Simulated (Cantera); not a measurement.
What does this Cantera script print?

```python
import numpy as np
import cantera as ct

gas_names = """
    CL CL2 H HCL H2 N NH NH2 NH3 N2 N2H2 N2H4 Si SiCL SiCL2 SiCL3 SiCL4 SiH SiHCL3 SiH2 SiH2CL2 SiH3
    SiH3CL SiH4 SiN Si2 Si2N Si3
""".split()
cond_names = """
    NH4CL(a) NH4CL(b) Si(cr) Si(L) Si3N4(a)
""".split()


# ... load() reads the species with a 1 bar reference pressure and builds the phases ...
atoms = {
    'SiCl4': {'Si': 1, 'CL': 4},
    'NH3': {'N': 1, 'H': 3},
    'H2': {'H': 2},
}
top_T = {'Si3N4(a)': 2400}  # K; cautious upper limits of use, not melting points


# ... equilibrate(T, P, feed) seeds the gas with the atoms and calls Mixture.equilibrate('TP', solver="vcs", rtol=1e-11, max_steps=5000) ...
results = []
T = 948.15  # K
P = 670  # Pa
for m in [5.4, 7.1, 9.3, 12, 16, 21, 28, 37, 48]:
    feed = {'SiCl4': 1, 'NH3': m, 'H2': 2.7}  # mol
    mix = equilibrate(T, P, feed)
    results.append((T, P, feed, dict(zip(mix.species_names, mix.species_moles))))
    x = sorted(zip(gas.X, gas.species_names), reverse=True)
    print(f"T = {T:g} K  P = {P:g} Pa  n(NH3) = {m:g} mol  gas = {mix.phase_moles(0):.4g} mol")
    print("   x: " + "  ".join(f"{s} {v:.3e}" for v, s in x if v > 1e-05))
    print("   condensed (mol): " + ("  ".join(f"{mix.phase(i).name} {mix.phase_moles(i):.4g}"
          for i in range(1, mix.n_phases) if mix.phase_moles(i) > 1e-12) or "none"))
```

Output:

```
T = 948.15 K  P = 670 Pa  n(NH3) = 5.4 mol  gas = 14.82 mol
   x: H2 6.003e-01  HCL 2.571e-01  N2 1.394e-01  SiCL4 3.186e-03  SiHCL3 3.355e-05
   condensed (mol): Si3N4(a) 0.3174
T = 948.15 K  P = 670 Pa  n(NH3) = 7.1 mol  gas = 18.23 mol
   x: H2 6.254e-01  HCL 2.142e-01  N2 1.591e-01  SiCL4 1.296e-03  SiHCL3 1.706e-05
   condensed (mol): Si3N4(a) 0.3253
T = 948.15 K  P = 670 Pa  n(NH3) = 9.3 mol  gas = 22.63 mol
   x: H2 6.484e-01  N2 1.764e-01  HCL 1.747e-01  SiCL4 4.982e-04
   condensed (mol): Si3N4(a) 0.3295
T = 948.15 K  P = 670 Pa  n(NH3) = 12 mol  gas = 28.03 mol
   x: H2 6.675e-01  N2 1.904e-01  HCL 1.419e-01  SiCL4 1.943e-04
   condensed (mol): Si3N4(a) 0.3315
T = 948.15 K  P = 670 Pa  n(NH3) = 16 mol  gas = 36.03 mol
   x: H2 6.856e-01  N2 2.036e-01  HCL 1.107e-01  SiCL4 6.533e-05
   condensed (mol): Si3N4(a) 0.3325
T = 948.15 K  P = 670 Pa  n(NH3) = 21 mol  gas = 46.03 mol
   x: H2 6.995e-01  N2 2.136e-01  HCL 8.680e-02  SiCL4 2.293e-05
   condensed (mol): Si3N4(a) 0.333
T = 948.15 K  P = 670 Pa  n(NH3) = 28 mol  gas = 60.03 mol
   x: H2 7.113e-01  N2 2.221e-01  HCL 6.660e-02
   condensed (mol): Si3N4(a) 0.3332
T = 948.15 K  P = 670 Pa  n(NH3) = 37 mol  gas = 78.03 mol
   x: H2 7.202e-01  N2 2.285e-01  HCL 5.125e-02
   condensed (mol): Si3N4(a) 0.3333
T = 948.15 K  P = 670 Pa  n(NH3) = 48 mol  gas = 100 mol
   x: H2 7.268e-01  N2 2.333e-01  HCL 3.998e-02
   condensed (mol): Si3N4(a) 0.3333
```

Cantera equilibrium calculation (NASA polynomials, part measured and part estimated; ideal gas, pure solids and liquids).
